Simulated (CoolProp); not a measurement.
Dimethyl carbonate along the isobar 5.29 MPa: Z from the reference equation and from simpler models built on Tc = 557.0 K, pc = 4.909 MPa, ω = 0.346; each cubic takes its own stable root.

Computed with CoolProp (reference Helmholtz-energy equation of state, Zhou 2011).

```tsv
T (K)	phase	reference	van der Waals	Redlich-Kwong	Soave-Redlich-Kwong	Peng-Robinson
411.5	liquid	0.1526	0.2545	0.1792	0.1704	0.1507
425.7	liquid	0.1511	0.2513	0.1782	0.1691	0.1495
439.8	liquid	0.1501	0.2489	0.1778	0.1685	0.1490
454	liquid	0.1495	0.2473	0.1781	0.1686	0.1491
468.1	liquid	0.1493	0.2466	0.1793	0.1697	0.1500
482.3	liquid	0.1498	0.2470	0.1815	0.1718	0.1519
496.4	liquid	0.1511	0.2486	0.1850	0.1753	0.1552
510.6	liquid	0.1535	0.2520	0.1905	0.1809	0.1604
524.7	liquid	0.1577	0.2579	0.1988	0.1896	0.1685
538.9	liquid	0.1655	0.2684	0.2126	0.2045	0.1826
553	liquid	0.1844	0.2890	0.2401	0.2361	0.2131
567.2	supercritical	0.4248	0.3821	0.4133	0.4530	0.4258
581.3	supercritical	0.5507	0.5433	0.5421	0.5750	0.5456
```
